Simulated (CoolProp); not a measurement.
Properties of CHF3 (R23) at several states (Tc = 26.1 °C, pc = 48.32 bar, ω = 0.263).

Model: reference Helmholtz-energy equation of state, Penoncello 2003, in CoolProp.

| T (°C) | p (bar) | phase | cv (kJ/(kg K)) | speed of sound (m/s) | Joule-Thomson coefficient (K/MPa) |
|---|---|---|---|---|---|
| -94.85 | 25.2 | liquid | 0.7150 | 905.1 | -0.3139 |
| 136.45 | 0.253 | gas | 0.7648 | 237.0 | 5.242 |
| 156.35 | 0.131 | gas | 0.7898 | 242.2 | 4.615 |
| 46.35 | 0.295 | gas | 0.6418 | 211.8 | 10.39 |
| 16.75 | 0.235 | gas | 0.5991 | 202.9 | 13.83 |
| 41.05 | 159 | supercritical | 0.7909 | 372.3 | 0.5784 |
